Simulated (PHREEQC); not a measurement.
A column of 1 m (30 cells, dispersivity 0.035 m, 720 s a shift, diffusion coefficient 3e-10 m²/s) holds 0.02 eq of the database's cation exchanger X per kg of pore water, first in equilibrium with 0.019 mol KBr, 0.00046 mol ZnSO4 and 1e-05 mol HCl per kg of water. It is flushed with 0.022 mol/kgw ZnSO4 and 1e-05 mol/kgw HCl, at 25 °C. Values are for the last cell. CO2 from the air is kept out. No solid was allowed to form.

Computed with PHREEQC (ion-association model, phreeqc.dat).

Problem. Predict S in solution (mol/kgw) at pore volumes = 0, 0.4167, 1.217, 2.317.

Solution. 
| pore volumes | S in solution (mol/kgw) |
|---|---|
| 0 | 0.000460 |
| 0.4167 | 0.000469 |
| 1.217 | 0.0179 |
| 2.317 | 0.0220 |
